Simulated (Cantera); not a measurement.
A closed system holds: 1 mol HMDSO, 6.2 mol O2, equilibrated at 523.15 K and 10.0 mbar.

These are equilibrium values from Cantera (NASA tables, ideal gas, pure condensed phases), not measurements of a reactor. Candidate condensed phases: C, C6H6, C7H8, C8H18, H2O, Si, SiC, SiO2; 123 gas species. The feed counts by its element totals alone. Rates play no part.

Base state: H2O 0.551, CO2 0.207, CH4 0.131, H2 0.111, CO 0.000465 (mole fractions); condensed: C(graphite) + SiO2(α-quartz).

Q: What changes in the equilibrium state with this change: HMDSO replaced by SiCl4?

A: 
```tsv
species	before	after
O2	<1e-9	0.722
Cl2	0	0.278
H2O	0.551	0
CO2	0.207	0
CH4	0.131	0
H2	0.111	0
CO	0.000465	0
C(graphite), mol	2.71	0
SiO2(α-quartz), mol	2.00	1.00
```
